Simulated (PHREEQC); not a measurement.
## Metal-bearing waste water (model solution)

Make-up at 25 °C: 0.081 mol FeCl3, 3.5e-05 mol CaCl2 and 0.14 mol HCl per kg of water. Closed to the air; pH follows from the charge balance.

The numbers come from PHREEQC with the ion-association model, phreeqc.dat.

This is a speciation only: nothing precipitates in the calculation.

### Question
Predict the pH, activity of water, ionic strength.

### Answer
pH 0.96; activity of water 0.991; ionic strength 0.410 mol/kgw.

### Question
In which forms is Cl present?

### Answer
Cl- 80 %, FeCl+2 12 %, FeCl2+ 7.5 % of the Cl.

The solution is supersaturated, for example in Hematite (slow to form), Goethite (slow to form), so a real one may precipitate; this is no full list.
